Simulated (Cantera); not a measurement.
Feed: 1 mol SiH2Cl2, 0.19 mol HCl, 17 mol N2, held at 5.63 Torr.

Method: chemical equilibrium by Gibbs-energy minimisation in Cantera with the NASA 1993 tables (ideal gas, pure condensed phases). Candidate condensed phases: NH4Cl, Si, Si3N4; 28 gas species. N2 is the only nitrogen source here; it is nearly inert below about 1500 K, so the nitride shown seldom forms there in practice. The tables' values for SiCl3, SiCl are old estimates; treat these amounts as uncertain. Equilibrium is a limit: real reactors are often held back by kinetics, nucleation or transport.

log p: log10 of the partial pressure in bar; n: condensed amount in mol.

| T (K) | log p N2 | log p HCl | log p H2 | log p SiCl2 | n Si3N4(s) |
|---|---|---|---|---|---|
| 1098 | -2.18 | -3.20 | -3.90 | -6.77 | 0.281 |
| 1148 | -2.18 | -3.19 | -3.91 | -6.19 | 0.282 |
| 1198 | -2.18 | -3.19 | -3.92 | (withheld) | 0.283 |
| 1248 | -2.18 | -3.19 | -3.93 | -5.21 | 0.281 |
| 1298 | -2.18 | -3.19 | -3.92 | -4.79 | 0.275 |
| 1348 | -2.18 | -3.20 | -3.90 | -4.44 | 0.264 |
| 1398 | -2.18 | -3.22 | -3.86 | -4.16 | 0.244 |
| 1448 | -2.18 | -3.25 | -3.80 | -3.95 | 0.217 |
| 1498 | -2.18 | -3.30 | -3.73 | -3.81 | 0.187 |
| 1548 | -2.18 | -3.36 | -3.66 | -3.70 | 0.157 |
| 1598 | -2.18 | (withheld) | -3.61 | (withheld) | (withheld) |
| 1648 | -2.18 | -3.51 | -3.56 | -3.57 | 0.102 |

Question: What belongs in the gaps?

Answer: 
- 1198, log p SiCl2: -5.68
- 1598, log p HCl: -3.43
- 1598, log p SiCl2: -3.63
- 1598, n Si3N4(s): 0.128
